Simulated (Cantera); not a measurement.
## Thermodynamics of abatement and gas-phase synthesis, feed H2O + O2 + H2

Input: 1 mol H2O, 0.46 mol O2, 1.1 mol H2, at 2075 °C.

Method: chemical equilibrium by Gibbs-energy minimisation in Cantera with the NASA 1993 tables (ideal gas, pure condensed phases). Candidate condensed phases: H2O; 9 gas species. The ideal-gas law is rough above about 30 bar. The numbers say what is thermodynamically allowed, not how fast it happens.

| P (Pa) | log p H2O | log p H | log p H2 | log p O | log p OH | log p O2 |
|---|---|---|---|---|---|---|
| 10 | -4.91 | -4.34 | -4.87 | -4.79 | -5.15 | -5.22 |
| 200 | -2.94 | -3.65 | -3.48 | -4.21 | -3.87 | -4.06 |
| 3900 | -1.49 | -3.09 | -2.37 | -3.88 | -2.98 | -3.38 |
| 77000 | -0.16 | -2.49 | -1.16 | -3.75 | -2.25 | -3.12 |
| 1500000 | 1.14 | -1.85 | 0.11 | -3.73 | -1.59 | -3.08 |
| 30000000 | 2.44 | -1.20 | 1.41 | -3.72 | -0.94 | -3.08 |
log p: log10 of the partial pressure in bar; nothing condenses.

From 10.0 Pa to 300 bar nothing is condensed.
